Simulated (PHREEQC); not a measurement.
A solution holds 0.0083 mol KBr and 0.00014 mol Na2B4O7 per kg of water, at 25 °C. Closed to the air; pH follows from the charge balance.

Model: ion-association model, wateq4f.dat, run in PHREEQC.

This is a speciation only: nothing precipitates in the calculation.

Problem. Predict the pH.

Solution. pH 9.15.

Problem. In which forms is B present?

Solution. H3BO3 53 %, H2BO3- 47 % of the B.

Complexes and solids missing from the database can't appear.
